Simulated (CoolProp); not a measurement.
Properties of nitrous oxide along the isotherm 438.3 K (Tc = 309.5 K, pc = 7.245 MPa, ω = 0.161).

Model: reference Helmholtz-energy equation of state, Lemmon 2006, in CoolProp. It is a short technical equation, of lower accuracy than the large ones.

```json
[
 {"p (MPa)": "2.59", "phase": "gas", "cp (kJ/(kg K))": "1.055", "expansivity (1/kK)": "2.632"},
 {"p (MPa)": "5.17", "phase": "gas", "cp (kJ/(kg K))": "1.120", "expansivity (1/kK)": "3.031"},
 {"p (MPa)": "7.76", "phase": "supercritical", "cp (kJ/(kg K))": "1.196", "expansivity (1/kK)": "3.482"},
 {"p (MPa)": "10.3", "phase": "supercritical", "cp (kJ/(kg K))": "1.281", "expansivity (1/kK)": "3.962"},
 {"p (MPa)": "12.9", "phase": "supercritical", "cp (kJ/(kg K))": "1.375", "expansivity (1/kK)": "4.462"},
 {"p (MPa)": "15.5", "phase": "supercritical", "cp (kJ/(kg K))": "1.471", "expansivity (1/kK)": "4.916"},
 {"p (MPa)": "18.1", "phase": "supercritical", "cp (kJ/(kg K))": "1.559", "expansivity (1/kK)": "5.261"},
 {"p (MPa)": "20.7", "phase": "supercritical", "cp (kJ/(kg K))": "1.631", "expansivity (1/kK)": "5.449"},
 {"p (MPa)": "23.3", "phase": "supercritical", "cp (kJ/(kg K))": "1.682", "expansivity (1/kK)": "5.467"},
 {"p (MPa)": "25.9", "phase": "supercritical", "cp (kJ/(kg K))": "1.711", "expansivity (1/kK)": "5.344"},
 {"p (MPa)": "28.5", "phase": "supercritical", "cp (kJ/(kg K))": "1.722", "expansivity (1/kK)": "5.127"},
 {"p (MPa)": "31", "phase": "supercritical", "cp (kJ/(kg K))": "1.721", "expansivity (1/kK)": "4.873"},
 {"p (MPa)": "33.6", "phase": "supercritical", "cp (kJ/(kg K))": "1.713", "expansivity (1/kK)": "4.594"},
 {"p (MPa)": "36.2", "phase": "supercritical", "cp (kJ/(kg K))": "1.700", "expansivity (1/kK)": "4.322"}
]
```
